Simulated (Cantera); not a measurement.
Feed: 1 mol Fe₂O₃, 0.56 mol C, 0.15 mol H₂, equilibrated at 1573 K and 101000 Pa.

Equilibrium computed with Cantera from the NASA thermochemical tables; the gas is ideal and each condensed phase is pure. Candidate condensed phases: C, C₆H₆, C₇H₈, C₈H₁₈, Fe, Fe(CO)₅, FeO, Fe(OH)₂, Fe(OH)₃, Fe₂O₃, Fe₃O₄, H₂O; 114 gas species. The tables' stoichiometric FeO is somewhat more stable than real wüstite, so its field is too wide. FeO: taken at fixed stoichiometry. The numbers say what is thermodynamically allowed, not how fast it happens.

Base state: CO₂ 0.452, CO 0.337, H₂O 0.168, H₂ 0.0433 (mole fractions); condensed: FeO(s).

What changes in the equilibrium state with this change: temperature from 1573 K to 2598.15 K?


```json
[
 {"species": "CO₂", "before": "0.452", "after": "0.414"},
 {"species": "CO", "before": "0.337", "after": "0.359"},
 {"species": "H₂O", "before": "0.168", "after": "0.175"},
 {"species": "H₂", "before": "0.0433", "after": "0.0235"},
 {"species": "Fe", "before": "7.49e-8", "after": "0.00385"},
 {"species": "O₂", "before": "<1e-9", "after": "0.00486"},
 {"species": "O", "before": "<1e-9", "after": "0.00160"},
 {"species": "FeO", "before": "1.56e-9", "after": "0.00171"},
 {"species": "OH", "before": "1.18e-6", "after": "0.00999"},
 {"species": "FeO(s), mol", "before": "2.00", "after": "0"},
 {"species": "FeO(l), mol", "before": "0", "after": "2.00"}
]
```
